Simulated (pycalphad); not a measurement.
## Effect of Mg content in Al-Mg-Si

CALPHAD calculation (pycalphad, COST 507 light-alloy database (1999)), 1 atm. The data set is of 1999 and partly superseded. Phase fractions are per mole of atoms.

```json
[
 {"alloy": "Al-2.879Mg-11.16Si (wt.%)", "liquidus (°C)": "579", "first solid": "FCC_A1", "solidus (°C)": "557", "phases at 417 °C": "FCC_A1 0.87, DIAMOND_A4 0.09, MG2SI 0.05"},
 {"alloy": "Al-3.846Mg-11.17Si (wt.%)", "liquidus (°C)": "576", "first solid": "FCC_A1", "solidus (°C)": "557", "phases at 417 °C": "FCC_A1 0.85, DIAMOND_A4 0.08, MG2SI 0.06"},
 {"alloy": "Al-5.776Mg-11.19Si (wt.%)", "liquidus (°C)": "575", "first solid": "MG2SI", "solidus (°C)": "557", "phases at 417 °C": "FCC_A1 0.83, MG2SI 0.09, DIAMOND_A4 0.07"},
 {"alloy": "Al-7.724Mg-11.21Si (wt.%)", "liquidus (°C)": "607", "first solid": "MG2SI", "solidus (°C)": "557", "phases at 417 °C": "FCC_A1 0.81, MG2SI 0.13, DIAMOND_A4 0.06"},
 {"alloy": "Al-11.64Mg-11.26Si (wt.%)", "liquidus (°C)": "654", "first solid": "MG2SI", "solidus (°C)": "557", "phases at 417 °C": "FCC_A1 0.77, MG2SI 0.19, DIAMOND_A4 0.04"}
]
```

Database names, with the compositions (at.%) that they take in these runs: MG2SI: Mg 67 Si 33. FCC_A1 is fcc; DIAMOND_A4 is diamond (Si).
